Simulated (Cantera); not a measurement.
Feed: 1 mol SiCl₄, 1.3 mol Cl₂, 7.9 mol H₂, equilibrated at 352 °C and 6.50 bar.

Method: chemical equilibrium by Gibbs-energy minimisation in Cantera with the NASA 1993 tables (ideal gas, pure condensed phases). The numbers say what is thermodynamically allowed, not how fast it happens.

```json
[
 {"species": "H₂", "before": "0.647", "after": "0.755"},
 {"species": "HCl", "before": "0.255", "after": "0.140"},
 {"species": "SiCl₄", "before": "0.0980", "after": "0.104"},
 {"species": "SiHCl₃", "before": "1.20e-5", "after": "2.72e-5"}
]
```
Gas species are given as mole fractions.

Q: Name the change that produced these shifts.
(A) Cl₂ from 1.3 to 2.4 mol
(B) temperature from 352 °C to 827 °C
(C) SiCl₄ replaced by Si
(D) Cl₂ from 1.3 to 0.67 mol

A: D, Cl₂ from 1.3 to 0.67 mol
